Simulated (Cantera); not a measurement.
## Carbon deposition, reforming and gasification: C + O2 + H2

A closed system holds: 1 mol C, 0.68 mol O2, 0.36 mol H2, equilibrated at 1.50 mbar.

Method: chemical equilibrium by Gibbs-energy minimisation in Cantera with the NASA 1993 tables (ideal gas, pure condensed phases). Candidate condensed phases: C, C6H6, C7H8, C8H18, H2O; 131 gas species. Ions and electrons are included (thermal ionisation). The numbers say what is thermodynamically allowed, not how fast it happens.

```csv
T (K),x CO,x H,x O,x CO2,x H2O,x H2,x C,x OH,x O2
2000,0.597,0.0149,0.000131,0.132,0.128,0.126,<1e-12,0.00151,5.75e-5
2250,0.584,0.0615,0.00426,0.120,0.115,0.103,<1e-12,0.0103,0.00200
2500,0.550,0.171,0.0445,0.0687,0.0539,0.0696,2.88e-12,0.0275,0.0141
2750,0.505,0.291,0.123,0.0172,0.00632,0.0272,1.14e-10,0.0182,0.0115
3000,0.487,0.333,0.161,0.00314,0.000319,0.00669,4.54e-9,0.00529,0.00305
3250,0.482,0.343,0.170,0.000642,1.79e-5,0.00171,1.26e-7,0.00143,0.000697
3500,0.481,0.345,0.172,0.000161,1.42e-6,0.000512,2.26e-6,0.000439,0.000183
3750,0.481,0.346,0.173,4.81e-5,1.54e-7,0.000178,2.79e-5,0.000156,5.68e-5
4000,0.480,0.346,0.173,1.68e-5,2.20e-8,7.06e-5,0.000253,6.30e-5,2.03e-5
4250,0.478,0.345,0.174,6.66e-6,3.95e-9,3.10e-5,0.00176,2.83e-5,8.29e-6
4500,0.467,0.343,0.181,2.96e-6,8.73e-10,1.47e-5,0.00939,1.42e-5,3.96e-6
4750,0.427,0.334,0.203,1.46e-6,2.35e-10,7.26e-6,0.0362,8.17e-6,2.42e-6
5000,0.340,0.313,0.252,7.41e-7,7.48e-11,3.55e-6,0.0946,5.32e-6,1.94e-6
```
x: gas mole fraction; nothing condenses.

From 2000 K to 5000 K nothing is condensed. The main C-bearing gas is CO throughout.
